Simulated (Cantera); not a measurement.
Feed: 1 mol Ni, 1.1 mol H2S, 6.2 mol N2, held at 1125 K and 16.5 Torr.

These are equilibrium values from Cantera (NASA tables, ideal gas, pure condensed phases), not measurements of a reactor. Candidate condensed phases: Ni, NiS, NiS2, Ni3S2, Ni3S4, S; 17 gas species. Gases not in the tables: S3 to S7. Rates play no part.

Base state: N2 0.844, H2 0.102, H2S 0.0473, S2 0.00583, SH 5.42e-5 (mole fractions); condensed: Ni3S2(l).

### Question
What changes in the equilibrium state with this change: H2S from 1.1 to 0.11 mol?

### Answer
```
species         before    after
-------------  -------  -------
N2               0.844    0.983
H2               0.102   0.0173
H2S             0.0473  9.86e-5
S2             0.00583  8.85e-7
SH             5.42e-5  2.75e-7
Ni3S2(l), mol    0.333   0.0547
Ni(s), mol           0    0.836
```
Metal and sulfide melt together well below either melting point, which pure phases cannot show. Mutual solubility and eutectic melting of coexisting phases are not modelled.
